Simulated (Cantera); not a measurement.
An isothermal, constant-pressure homogeneous reactor starts with C2H6 : N2 = 1 : 330 (molar parts), at 1575 K and 158 Torr.

Detailed kinetics in Cantera: GRI-Mech 3.0 (53 species, 325 reactions). GRI-Mech 3.0 stops at C3 and has no aromatics, soot or wall deposition, so with more carbon than oxygen in the feed, carbon stays in small species such as C2H2 where larger ones or solid carbon would form.

x: mole fraction; the columns are a selection and need not sum to one.

```json
[
 {"t (s)": "0.000200", "x C2H6": "0.00238", "x CH3": "…", "x HCN": "1.63e-7", "x H": "5.42e-5", "x C2H2": "3.37e-6", "x CH4": "3.64e-5", "x C2H": "6.87e-10"},
 {"t (s)": "0.000460", "x C2H6": "0.00132", "x CH3": "…", "x HCN": "1.97e-6", "x H": "0.000110", "x C2H2": "0.000105", "x CH4": "0.000159", "x C2H": "2.85e-8"},
 {"t (s)": "0.00106", "x C2H6": "0.000281", "x CH3": "…", "x HCN": "5.80e-6", "x H": "0.000123", "x C2H2": "0.000718", "x CH4": "0.000385", "x C2H": "9.38e-8"},
 {"t (s)": "0.00243", "x C2H6": "2.22e-5", "x CH3": "…", "x HCN": "8.88e-6", "x H": "7.79e-5", "x C2H2": "0.00170", "x CH4": "0.000463", "x C2H": "9.44e-8"},
 {"t (s)": "0.00558", "x C2H6": "3.66e-6", "x CH3": "…", "x HCN": "9.90e-6", "x H": "3.78e-5", "x C2H2": "0.00231", "x CH4": "0.000451", "x C2H": "5.31e-8"},
 {"t (s)": "0.0128", "x C2H6": "1.07e-6", "x CH3": "…", "x HCN": "1.02e-5", "x H": "1.99e-5", "x C2H2": "0.00261", "x CH4": "0.000441", "x C2H": "2.95e-8"},
 {"t (s)": "0.0295", "x C2H6": "3.59e-7", "x CH3": "…", "x HCN": "1.03e-5", "x H": "1.13e-5", "x C2H2": "0.00273", "x CH4": "0.000433", "x C2H": "1.70e-8"},
 {"t (s)": "0.0678", "x C2H6": "1.52e-7", "x CH3": "…", "x HCN": "1.03e-5", "x H": "7.33e-6", "x C2H2": "0.00277", "x CH4": "0.000423", "x C2H": "1.11e-8"},
 {"t (s)": "0.156", "x C2H6": "1.02e-7", "x CH3": "…", "x HCN": "1.04e-5", "x H": "6.23e-6", "x C2H2": "0.00279", "x CH4": "0.000407", "x C2H": "9.44e-9"},
 {"t (s)": "0.358", "x C2H6": "8.50e-8", "x CH3": "…", "x HCN": "1.05e-5", "x H": "6.21e-6", "x C2H2": "0.00280", "x CH4": "0.000376", "x C2H": "9.39e-9"},
 {"t (s)": "0.823", "x C2H6": "6.15e-8", "x CH3": "…", "x HCN": "1.06e-5", "x H": "6.33e-6", "x C2H2": "0.00283", "x CH4": "0.000318", "x C2H": "9.52e-9"},
 {"t (s)": "1.89", "x C2H6": "3.38e-8", "x CH3": "…", "x HCN": "1.09e-5", "x H": "6.52e-6", "x C2H2": "0.00288", "x CH4": "0.000235", "x C2H": "9.71e-9"},
 {"t (s)": "4.35", "x C2H6": "1.31e-8", "x CH3": "…", "x HCN": "1.13e-5", "x H": "6.72e-6", "x C2H2": "0.00292", "x CH4": "0.000145", "x C2H": "9.94e-9"},
 {"t (s)": "10.0", "x C2H6": "3.66e-9", "x CH3": "…", "x HCN": "1.19e-5", "x H": "6.89e-6", "x C2H2": "0.00296", "x CH4": "7.61e-5", "x C2H": "1.01e-8"}
]
```

Q: Complete the blanks.

A: 
- 0.000200, x CH3: 0.000728
- 0.000460, x CH3: 0.000854
- 0.00106, x CH3: 0.000464
- 0.00243, x CH3: 0.000156
- 0.00558, x CH3: 6.58e-5
- 0.0128, x CH3: 3.32e-5
- 0.0295, x CH3: 1.83e-5
- 0.0678, x CH3: 1.16e-5
- 0.156, x CH3: 9.45e-6
- 0.358, x CH3: 8.63e-6
- 0.823, x CH3: 7.35e-6
- 1.89, x CH3: 5.46e-6
- 4.35, x CH3: 3.40e-6
- 10.0, x CH3: 1.80e-6
